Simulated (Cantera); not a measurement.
Charge: 1 mol C₂F₆, 0.014 mol F₂, held at 3.40 Pa.

These are equilibrium values from Cantera (NASA tables, ideal gas, pure condensed phases), not measurements of a reactor. Candidate condensed phases: C; 13 gas species. The feed counts by its element totals alone. Gases not in the tables: C₂F₆ and larger saturated fluorocarbons. The numbers say what is thermodynamically allowed, not how fast it happens.

x: gas mole fraction; n: condensed amount in mol.

```csv
T (K),x CF₄,x F,x CF₂,x CF,n C(graphite)
998,1.00,1.28e-8,8.66e-8,<1e-12,0.493
1198,1.000,7.40e-6,2.53e-5,3.96e-11,0.493
1398,0.998,0.000695,0.00143,4.27e-8,0.492
1598,0.950,0.0207,0.0282,7.81e-6,0.479
1798,0.526,0.254,0.215,0.000386,…
1998,0.0103,0.794,0.191,0.00365,…
2198,2.05e-5,0.951,0.0383,0.0107,…
```

**Question.** Complete the blanks.

**Answer.** 
- 1798, n C(graphite): 0.395
- 1998, n C(graphite): 0.984
- 2198, n C(graphite): 1.71
